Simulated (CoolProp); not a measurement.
R1233zd(E) along the isobar 474 kPa: fugacity coefficient from the reference equation and from simpler models built on Tc = 438.9 K, pc = 3583 kPa, ω = 0.304; each cubic takes its own stable root.

Model: reference Helmholtz-energy equation of state, Akasaka 2022, in CoolProp.

```csv
T (K),phase,reference
321.5,liquid,0.5480
332.1,liquid,0.7279
342.6,gas,0.8922
353.1,gas,0.9027
363.6,gas,0.9118
374.1,gas,0.9199
384.6,gas,0.9270
395.1,gas,0.9333
405.6,gas,0.9390
416.2,gas,0.9441
426.7,gas,0.9486
437.2,gas,0.9527
```

Task: How far does each simpler model (van der Waals, Soave-Redlich-Kwong) lie from the reference over these 12 states: mean and median of the absolute difference, and the worst?

Result: 
- van der Waals: mean 9.7 %, median 2.3 %, worst +67.6 % at 321.5 K and 474 kPa
- Soave-Redlich-Kwong: mean 0.6 %, median 0.5 %, worst +1.6 % at 332.1 K and 474 kPa

At some of these states van der Waals gives the other phase, because its saturation line lies elsewhere.
